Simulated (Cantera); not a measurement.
## Adiabatic ignition

An adiabatic, constant-pressure homogeneous reactor starts with 5.87 % CH₄, 17.3 % O₂, 65.1 % N₂, 11.7 % CO₂, equivalence ratio 0.68, at 1823 K and 0.280 bar.

Computed with Cantera and GRI-Mech 3.0 (53 species, 325 reactions).

```tsv
t (s)	T (K)	x CH₄	x O₂	x CO₂	x HO₂	x H	x CH₂
4.00e-6	1823	0.0587	0.173	0.117	1.05e-6	9.01e-7	6.42e-11
9.87e-6	1823	0.0587	0.173	0.117	2.55e-6	9.47e-7	3.17e-10
2.43e-5	1823	0.0586	0.173	0.117	6.12e-6	1.07e-6	1.40e-9
6.00e-5	1822	0.0584	0.172	0.117	1.40e-5	1.60e-6	8.85e-9
0.000148	1823	0.0573	0.172	0.117	3.44e-5	6.43e-6	1.26e-7
0.000365	2293	0.000124	0.0813	0.111	1.02e-5	0.00786	9.25e-6
0.000900	2361	<1e-12	0.0719	0.119	2.85e-6	0.00696	<1e-12
0.00222	2450	<1e-12	0.0695	0.126	3.59e-6	0.00472	<1e-12
0.00548	2506	<1e-12	0.0673	0.132	4.44e-6	0.00356	<1e-12
0.0135	2510	<1e-12	0.0658	0.132	4.45e-6	0.00341	<1e-12
0.0333	2506	<1e-12	0.0639	0.133	4.32e-6	0.00333	<1e-12
0.0822	2503	<1e-12	0.0627	0.133	4.24e-6	0.00329	<1e-12
0.203	2503	<1e-12	0.0626	0.133	4.23e-6	0.00329	<1e-12
0.500	2503	<1e-12	0.0626	0.133	4.23e-6	0.00329	<1e-12
```
x: mole fraction; the columns are a selection and need not sum to one.

```
Property                                                          Result
---------------------------------  -------------------------------------
time of steepest temperature rise                               0.356 ms
temperature at 0.500 s                                            2503 K
equilibrium temperature                                           2503 K
x(CH₄) at 0.500 s                  <1e-12 (gas-phase equilibrium <1e-12)
x(O₂) at 0.500 s                   0.0626 (gas-phase equilibrium 0.0626)
x(CO₂) at 0.500 s                    0.133 (gas-phase equilibrium 0.133)
```
